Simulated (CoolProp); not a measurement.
Octamethylcyclotetrasiloxane (D4) along the isobar 0.736 MPa: fugacity coefficient from the reference equation and from simpler models built on Tc = 313.4 °C, pc = 1.347 MPa, ω = 0.598; each cubic takes its own stable root.

Model: reference Helmholtz-energy equation of state, Thol 2015, in CoolProp.

```tsv
T (°C)	phase	reference
239.05	liquid	0.4642
249.85	liquid	0.5452
260.65	liquid	0.6326
271.35	liquid	0.7246
282.15	gas	0.7665
292.95	gas	0.7840
303.75	gas	0.7996
314.55	gas	0.8139
325.25	gas	0.8267
336.05	gas	0.8386
346.85	gas	0.8494
```

How far does each simpler model (van der Waals, Redlich-Kwong, Soave-Redlich-Kwong, Peng-Robinson) lie from the reference over these 11 states: mean and median of the absolute difference, and the worst?


- van der Waals: mean 15.6 %, median 5.1 %, worst +66.7 % at 239.05 °C and 0.736 MPa
- Redlich-Kwong: mean 9.6 %, median 1.9 %, worst +39.4 % at 239.05 °C and 0.736 MPa
- Soave-Redlich-Kwong: mean 1.5 %, median 0.9 %, worst +2.8 % at 249.85 °C and 0.736 MPa
- Peng-Robinson: mean 0.8 %, median 1.1 %, worst -1.2 % at 314.55 °C and 0.736 MPa

At some of these states van der Waals, Redlich-Kwong gives the other phase, because its saturation line lies elsewhere.
